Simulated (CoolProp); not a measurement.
Vapour-liquid equilibrium of n-octane (1) + n-dodecane (2) at 0.157 MPa; x and y are mole fractions of (1).

Model: multi-fluid Helmholtz-energy mixture model, Beckmüller 2019 and Lemmon 2004; pair parameters Bell 2016, in CoolProp.

```tsv
x	bubble temperature (K)	y at the bubble point	dew temperature at overall composition x (K)	liquid density (mol/L)
0.05	___	0.206	506.7	___
0.2	476.3	0.604	500.0	3.750
0.35	458.1	0.798	492.4	___
0.5	444.1	0.896	___	4.282
0.65	433.1	0.948	___	4.549
0.8	424.4	0.978	457.8	4.824
0.95	417.4	0.996	432.7	___
```

What belongs in the gaps?


- 0.05, bubble temperature (K): 499.7
- 0.05, liquid density (mol/L): 3.474
- 0.35, liquid density (mol/L): 4.018
- 0.5, dew temperature at overall composition x (K): 483.6
- 0.65, dew temperature at overall composition x (K): 472.6
- 0.95, liquid density (mol/L): 5.111

No azeotrope shows between x = 0.05 and 0.95.

Pair parameters are fitted to limited data, so mixtures are less certain than the pure fluids.
